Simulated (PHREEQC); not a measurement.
**Buffer: speciation**

Dissolve 0.055 mol/kgw NH4Cl, 0.017 mol/kgw K2HPO4 and 0.00042 mol/kgw KCl at 25 °C. Closed to the air; pH follows from the charge balance.

Model: ion-association model, phreeqc.dat, run in PHREEQC.

Each row changes one thing in this solution. Precipitation was switched off in this run.

| case | pH | ionic strength (mol/kgw) | HPO4-2 (mol/kgw) | H2PO4- (mol/kgw) | NH3 (mol/kgw) | KHPO4- (mol/kgw) | SI of Sylvite (KCl) |
|---|---|---|---|---|---|---|---|
| as made | 7.86 | 0.102 | 0.0150 | 0.00159 | 0.00159 | 0.000361 | -3.86 |
| 0.074 mol/kgw NH4Br added | 7.65 | 0.175 | 0.0146 | 0.00216 | 0.00216 | 0.000289 | [?] |
| KCl from 0.00042 to 0.00084 mol/kgw | 7.86 | 0.103 | 0.0150 | 0.00159 | 0.00159 | 0.000365 | -3.85 |
| diluted 100-fold with water | 7.92 | 0.00102 | 0.000145 | 2.50e-5 | 2.42e-5 | 8.43e-8 | -7.65 |
| KCl from 0.00042 to 0.0021 mol/kgw | 7.86 | [?] | 0.0150 | 0.00159 | 0.00159 | 0.000377 | [?] |
| NH4Cl from 0.055 to 0.0275 mol/kgw | 8.02 | 0.0757 | 0.0154 | 0.00120 | 0.00119 | 0.000408 | -4.13 |
| KCl from 0.00042 to 0.000462 mol/kgw | 7.86 | 0.103 | 0.0150 | 0.00159 | 0.00159 | 0.000362 | -3.86 |
| NH4Cl from 0.055 to 0.0825 mol/kgw | 7.76 | 0.130 | 0.0148 | 0.00186 | 0.00185 | 0.000328 | -3.70 |

### Question
What belongs in the gaps?

### Answer

- 0.074 mol/kgw NH4Br added, SI of Sylvite (KCl): -3.90
- KCl from 0.00042 to 0.0021 mol/kgw, ionic strength (mol/kgw): 0.104
- KCl from 0.00042 to 0.0021 mol/kgw, SI of Sylvite (KCl): -3.83
